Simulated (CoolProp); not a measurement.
A single-stage vapour-compression cycle with chloromethane (R40): evaporating at 324.15 K (dew point), condensing at 379.15 K (bubble point), superheat 10 K, subcooling 8 K, compressor efficiency 0.6, no pressure losses. Each further row changes one setting.

Model: reference Helmholtz-energy equation of state, Thol 2014, in CoolProp.

| case | cooling COP | pressure ratio | discharge temperature (K) | refrigerating effect (kJ/kg) | volumetric capacity (kJ/m³) |
|---|---|---|---|---|---|
| as stated | 2.73 | 3.14 | 451.0 | 265 | 6520 |
| evaporating temperature 329.15 K | 3.10 | 2.78 | 443.8 | 267 | 7380 |
| condensing temperature 374.15 K | 3.10 | 2.87 | 441.3 | 275 | 6760 |
| subcooling 13 K | 2.84 | 3.14 | 451.0 | 275 | 6770 |
| superheat 20 K | 2.71 | 3.14 | 463.9 | 277 | 6470 |
| compressor efficiency 0.5 | 2.28 | 3.14 | 466.2 | 265 | 6520 |
